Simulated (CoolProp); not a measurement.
Dimethyl carbonate along the isobar 7.26 MPa: Z from the reference equation and from simpler models built on Tc = 283.9 °C, pc = 4.909 MPa, ω = 0.346; each cubic takes its own stable root.

The numbers come from the reference Helmholtz-energy equation of state, Zhou 2011 in CoolProp.

| T (°C) | phase | reference | van der Waals | Soave-Redlich-Kwong | Peng-Robinson |
|---|---|---|---|---|---|
| 78.05 | liquid | 0.2238 | 0.3757 | 0.2498 | 0.2217 |
| 88.95 | liquid | 0.2203 | 0.3687 | 0.2456 | 0.2179 |
| 99.95 | liquid | 0.2171 | 0.3622 | 0.2418 | 0.2144 |
| 110.85 | liquid | 0.2143 | 0.3564 | 0.2385 | 0.2114 |
| 121.85 | liquid | 0.2117 | 0.3510 | 0.2357 | 0.2088 |
| 132.75 | liquid | 0.2095 | 0.3463 | 0.2333 | 0.2066 |
| 143.75 | liquid | 0.2077 | 0.3421 | 0.2314 | 0.2049 |
| 154.65 | liquid | 0.2061 | 0.3384 | 0.2300 | 0.2036 |
| 165.65 | liquid | 0.2048 | 0.3352 | 0.2291 | 0.2027 |
| 176.55 | liquid | 0.2039 | 0.3326 | 0.2287 | 0.2024 |
| 187.55 | liquid | 0.2034 | 0.3304 | 0.2289 | 0.2026 |
| 198.45 | liquid | 0.2032 | 0.3289 | 0.2298 | 0.2034 |
| 209.45 | liquid | 0.2035 | 0.3279 | 0.2314 | 0.2050 |
| 220.35 | liquid | 0.2043 | 0.3277 | 0.2339 | 0.2073 |
